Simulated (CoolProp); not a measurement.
Properties of C3F8 (R218) along the isobar 15.8 bar (Tc = 345.0 K, pc = 26.40 bar, ω = 0.317).

Computed with CoolProp (reference Helmholtz-energy equation of state, Lemmon 2006). It is a short technical equation, of lower accuracy than the large ones.

```
T (K)   phase  density (kg/m³)  viscosity (µPa s)  conductivity (mW/(m K))  fugacity coefficient
-----  ------  ---------------  -----------------  -----------------------  --------------------
246.1  liquid             1581                384                     60.2               0.09920
270.3  liquid             1478                [?]                     53.6                   [?]
294.6  liquid             1356                183                      [?]                0.4315
318.8  liquid             1187                119                      [?]                0.7046
343.1     gas            139.4               15.6                     18.3                0.8010
367.3     gas            118.9                [?]                     19.7                0.8454
391.5     gas            105.7               17.2                     21.6                0.8779
415.8     gas            96.06               18.1                     23.8                0.9027
440       gas            88.50               19.0                     26.0                0.9221
```

**Question.** Complete the blanks.

**Answer.** 
- 270.3, viscosity (µPa s): 265
- 270.3, fugacity coefficient: 0.2271
- 294.6, conductivity (mW/(m K)): 47.0
- 318.8, conductivity (mW/(m K)): 40.3
- 367.3, viscosity (µPa s): 16.3

Viscosity comes from a separate model (Huber 2003), an estimate that may be off by 10 % or more. Thermal conductivity comes from a separate model (Huber 2003), an estimate that may be off by 10 % or more.
